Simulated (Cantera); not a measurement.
Charge: 1 mol Si, 1.9 mol H₂, 4.8 mol HCl, at 1025 K and 0.133 bar.

These are equilibrium values from Cantera (NASA tables, ideal gas, pure condensed phases), not measurements of a reactor. Candidate condensed phases: Si; 19 gas species. The tables' values for SiCl₃ are old estimates; treat these amounts as uncertain. Rates play no part.

Problem. What is the equilibrium state?

Solution. x(H₂): 0.677
x(SiCl₄): 0.168
x(HCl): 0.148
x(SiHCl₃): 0.00663
x(SiCl₃): 0.000525
x(SiCl₂): 3.43e-5
x(SiH₂Cl₂): 2.90e-5
gas amount: 5.702 mol
log10 activity of Si(s) (absent): -3.22
